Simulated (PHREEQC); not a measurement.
A solution holds 0.28 mol H2SO4, 0.00087 mol NiCl2 and 0.00083 mol KCl per kg of water, at 87 °C. Closed to the air; pH follows from the charge balance.

Model: ion-association model, wateq4f.dat, run in PHREEQC.

Precipitation was switched off in this run.

Estimate the pH.

pH 0.66.

In which forms is Ni present?

Ni+2 89 %, NiSO4 11 % of the Ni.

Species that the database lacks are ignored. Constants without temperature data keep their 25 °C values here.
